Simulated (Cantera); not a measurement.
An isothermal, constant-pressure homogeneous reactor starts with CH₄ : N₂ = 1 : 16 (molar parts), at 2000 K and 0.0138 atm. Integrator tolerance rtol = 1e-08.

Cantera simulation using GRI-Mech 3.0 (53 species, 325 reactions); the numbers are that mechanism's predictions, not measurements. GRI-Mech 3.0 stops at C3 and has no aromatics, soot or wall deposition, so with more carbon than oxygen in the feed, carbon stays in small species such as C2H2 where larger ones or solid carbon would form. Radical loss at walls, strong at low pressure, is not modelled.

Problem. What does this change do: N2 16 to 49 parts?

Solution. 
| quantity | before | after |
|---|---|---|
| x(CH₄) at 60.0 s | 1.43e-7 (gas-phase equilibrium 3.50e-7) | 1.32e-8 (gas-phase equilibrium 2.73e-8) |
| x(CH₃) at 60.0 s | 1.37e-7 (gas-phase equilibrium 3.35e-7) | 2.14e-8 (gas-phase equilibrium 4.44e-8) |
| x(CH₂) at 60.0 s | 8.59e-9 (gas-phase equilibrium 2.11e-8) | 2.29e-9 (gas-phase equilibrium 4.73e-9) |
| x(C₂H₄) at 60.0 s | 2.10e-7 (gas-phase equilibrium 3.84e-8) | 2.56e-8 (gas-phase equilibrium 1.93e-9) |
| x(H) at 60.0 s | 0.00395 (gas-phase equilibrium 0.00395) | 0.00233 (gas-phase equilibrium 0.00233) |
| x(HCN) at 60.0 s | 0.000250 (gas-phase equilibrium 0.0453) | 0.000199 (gas-phase equilibrium 0.0181) |

Problem. What does this change do: 0.28 parts H2O added?

Solution. 
```
quantity                                            before                                    after
-----------------  ---------------------------------------  ---------------------------------------
x(CH₄) at 60.0 s   1.43e-7 (gas-phase equilibrium 3.50e-7)  3.22e-7 (gas-phase equilibrium 3.60e-7)
x(CH₃) at 60.0 s   1.37e-7 (gas-phase equilibrium 3.35e-7)  2.76e-7 (gas-phase equilibrium 3.09e-7)
x(CH₂) at 60.0 s   8.59e-9 (gas-phase equilibrium 2.11e-8)  1.56e-8 (gas-phase equilibrium 1.74e-8)
x(C₂H₄) at 60.0 s  2.10e-7 (gas-phase equilibrium 3.84e-8)  1.78e-7 (gas-phase equilibrium 2.62e-8)
x(H) at 60.0 s     0.00395 (gas-phase equilibrium 0.00395)  0.00440 (gas-phase equilibrium 0.00440)
x(HCN) at 60.0 s   0.000250 (gas-phase equilibrium 0.0453)   0.00103 (gas-phase equilibrium 0.0331)
```

Problem. What does this change do: 0.19 parts H2O added?

Solution. 
| quantity | before | after |
|---|---|---|
| x(CH₄) at 60.0 s | 1.43e-7 (gas-phase equilibrium 3.50e-7) | 2.94e-7 (gas-phase equilibrium 3.65e-7) |
| x(CH₃) at 60.0 s | 1.37e-7 (gas-phase equilibrium 3.35e-7) | 2.60e-7 (gas-phase equilibrium 3.23e-7) |
| x(CH₂) at 60.0 s | 8.59e-9 (gas-phase equilibrium 2.11e-8) | 1.52e-8 (gas-phase equilibrium 1.88e-8) |
| x(C₂H₄) at 60.0 s | 2.10e-7 (gas-phase equilibrium 3.84e-8) | 1.91e-7 (gas-phase equilibrium 3.05e-8) |
| x(H) at 60.0 s | 0.00395 (gas-phase equilibrium 0.00395) | 0.00426 (gas-phase equilibrium 0.00426) |
| x(HCN) at 60.0 s | 0.000250 (gas-phase equilibrium 0.0453) | 0.000914 (gas-phase equilibrium 0.0371) |
